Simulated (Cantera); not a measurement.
An isothermal, constant-pressure homogeneous reactor starts with 0.293 % CH4, 99.7 % N2, at 1350 K and 750 Torr.

Detailed kinetics in Cantera: GRI-Mech 3.0 (53 species, 325 reactions). GRI-Mech 3.0 stops at C3 and has no aromatics, soot or wall deposition, so with more carbon than oxygen in the feed, carbon stays in small species such as C2H2 where larger ones or solid carbon would form.

### Question
Predict: x(CH4) at 200 s; x(CH3) at 200 s; x(C2H6) at 200 s; x(HCN) at 200 s; x(H2) at 200 s.

### Answer
```
Item                                                 Value
----------------  ----------------------------------------
x(CH4) at 200 s   0.000527 (gas-phase equilibrium 9.82e-6)
x(CH3) at 200 s    3.85e-7 (gas-phase equilibrium 7.07e-9)
x(C2H6) at 200 s  9.62e-8 (gas-phase equilibrium 3.87e-11)
x(HCN) at 200 s    6.66e-9 (gas-phase equilibrium 0.00283)
x(H2) at 200 s     0.00359 (gas-phase equilibrium 0.00437)
```
